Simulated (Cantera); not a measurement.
Charge: 1 mol Ta, 1.8 mol CH4, 2.8 mol N2, 17 mol N2O, held at 2748 K and 2.00e-6 bar.

Method: chemical equilibrium by Gibbs-energy minimisation in Cantera with the NASA 1993 tables (ideal gas, pure condensed phases). Candidate condensed phases: C, C6H6, C7H8, C8H18, H2O, Ta, TaC, Ta2O5; 139 gas species. Equilibrium is a limit: real reactors are often held back by kinetics, nucleation or transport.

Base state: N2 0.451, O 0.319, H 0.164, CO 0.0411, TaO 0.0187, TaO2 0.00415, N 0.00112, NO 0.000577 (mole fractions); condensed: gas only.

**Question.** What changes in the equilibrium state with this change: pressure from 2.00e-6 bar to 1.30 bar?

**Answer.** 
```json
[
 {"species": "N2", "before": "0.451", "after": "0.658"},
 {"species": "O2", "before": "0.000105", "after": "0.110"},
 {"species": "H2O", "before": "9.54e-9", "after": "0.103"},
 {"species": "O", "before": "0.319", "after": "0.0129"},
 {"species": "H", "before": "0.164", "after": "0.00413"},
 {"species": "TaO", "before": "0.0187", "after": "1.72e-8"},
 {"species": "CO2", "before": "4.89e-6", "after": "0.0461"},
 {"species": "OH", "before": "3.59e-5", "after": "0.0237"},
 {"species": "NO", "before": "0.000577", "after": "0.0226"},
 {"species": "CO", "before": "0.0411", "after": "0.0148"},
 {"species": "TaO2", "before": "0.00415", "after": "0.000100"},
 {"species": "HO2", "before": "<1e-9", "after": "1.73e-5"},
 {"species": "NO2", "before": "<1e-9", "after": "1.32e-5"},
 {"species": "Ta2O5(l), mol", "before": "0", "after": "0.499"}
]
```

**Question.** What changes in the equilibrium state with this change: temperature from 2748 K to 1798 K?

**Answer.** 
```
species          before    after
-------------  --------  -------
N2                0.451    0.650
O2             0.000105    0.120
H2O             9.54e-9   0.0892
O                 0.319   0.0292
H                 0.164   0.0244
TaO              0.0187  1.28e-9
CO2             4.89e-6   0.0420
OH              3.59e-5   0.0149
CO               0.0411   0.0173
TaO2            0.00415  8.88e-5
N               0.00112  2.01e-8
H2              1.17e-5  0.00963
NO             0.000577  0.00283
Ta2O5(s), mol         0    0.499
```

**Question.** What changes in the equilibrium state with this change: temperature from 2748 K to 1500 K?

**Answer.** 
```csv
species,before,after
N2,0.451,0.685
O2,0.000105,0.125
H2O,9.54e-9,0.123
O,0.319,0.00102
H,0.164,0.000268
TaO,0.0187,<1e-9
CO2,4.89e-6,0.0617
CO,0.0411,0.000603
TaO2,0.00415,2.49e-9
N,0.00112,<1e-9
OH,3.59e-5,0.00203
H2,1.17e-5,0.000464
NO,0.000577,0.000882
"Ta2O5(s), mol",0,0.500
```
